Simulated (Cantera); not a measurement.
Charge: 1 mol CF₄, 0.018 mol F₂, 8.5 mol H₂, equilibrated at 28.0 mbar.

Equilibrium computed with Cantera from the NASA thermochemical tables; the gas is ideal and each condensed phase is pure. Candidate condensed phases: C, C₆H₆, C₇H₈, C₈H₁₈; 95 gas species. Kinetics and transport are ignored.

log p: log10 of the partial pressure in bar; n: condensed amount in mol.

```
T (°C)  log p H₂  log p HF  log p H  log p C₂H₂ (acetylene)  log p F  n C(graphite)
------  --------  --------  -------  ----------------------  -------  -------------
1352       -1.76     -1.97    -5.03                     ___    -9.44          0.999
1427       -1.76     -1.97    -4.71                     ___    -8.93          0.999
1502       -1.76     -1.97    -4.42                     ___    -8.46          0.998
1577       -1.76     -1.97    -4.15                     ___    -8.03          0.997
1652       -1.77     -1.97    -3.90                     ___    -7.63          0.994
1727       -1.77     -1.97    -3.67                     ___    -7.26          0.990
1802       -1.77     -1.97    -3.46                     ___    -6.92          0.984
1877       -1.78     -1.97    -3.26                     ___    -6.60          0.975
1952       -1.78     -1.98    -3.08                     ___    -6.30          0.963
2027       -1.79     -1.98    -2.91                     ___    -6.02          0.946
2102       -1.80     -1.98    -2.75                     ___    -5.76          0.923
2177       -1.82     -1.99    -2.61                     ___    -5.51          0.894
2252       -1.84     -2.00    -2.47                     ___    -5.28          0.857
```

**Question.** Some entries are withheld; supply them.

**Answer.** 
- 1352, log p C₂H₂ (acetylene): -6.21
- 1427, log p C₂H₂ (acetylene): -5.90
- 1502, log p C₂H₂ (acetylene): -5.61
- 1577, log p C₂H₂ (acetylene): -5.35
- 1652, log p C₂H₂ (acetylene): -5.11
- 1727, log p C₂H₂ (acetylene): -4.88
- 1802, log p C₂H₂ (acetylene): -4.68
- 1877, log p C₂H₂ (acetylene): -4.49
- 1952, log p C₂H₂ (acetylene): -4.31
- 2027, log p C₂H₂ (acetylene): -4.16
- 2102, log p C₂H₂ (acetylene): -4.01
- 2177, log p C₂H₂ (acetylene): -3.88
- 2252, log p C₂H₂ (acetylene): -3.76
